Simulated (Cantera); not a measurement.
A closed system holds: 1 mol Pb, 1.1 mol N2, at 23.0 mbar.

Equilibrium computed with Cantera from the NASA thermochemical tables; the gas is ideal and each condensed phase is pure. Candidate condensed phases: Pb; 4 gas species. Equilibrium is a limit: real reactors are often held back by kinetics, nucleation or transport.

x: gas mole fraction; n: condensed amount in mol.

| T (°C) | x N2 | x Pb | x Pb2 | n Pb(s) | n Pb(l) |
|---|---|---|---|---|---|
| 277 | 1.00 | 6.64e-12 | <1e-12 | 1.00 | … |
| 352 | 1.00 | 1.01e-9 | <1e-12 | 0 | 1.00 |
| 427 | 1.00 | 4.84e-8 | <1e-12 | 0 | 1.00 |
| 502 | 1.000 | 1.08e-6 | <1e-12 | 0 | 1.000 |
| 577 | 1.000 | 1.38e-5 | 3.06e-12 | 0 | 1.000 |
| 652 | 1.000 | 0.000116 | 1.08e-10 | 0 | 1.000 |
| 727 | 0.999 | 0.000704 | 2.22e-9 | 0 | 0.999 |
| 802 | 0.997 | 0.00330 | 2.94e-8 | 0 | 0.996 |
| 877 | 0.987 | 0.0126 | 2.75e-7 | 0 | 0.986 |
| 952 | 0.959 | 0.0406 | 1.94e-6 | 0 | 0.953 |
| 1027 | 0.886 | 0.114 | 1.09e-5 | 0 | … |
| 1102 | 0.715 | 0.285 | 5.00e-5 | 0 | … |
| 1177 | 0.524 | 0.476 | 0.000105 | 0 | 0 |
| 1252 | 0.524 | 0.476 | 8.21e-5 | 0 | 0 |

Problem. Fill in the missing entries.

Solution. 
- 277, n Pb(l): 0
- 1027, n Pb(l): 0.858
- 1102, n Pb(l): 0.560
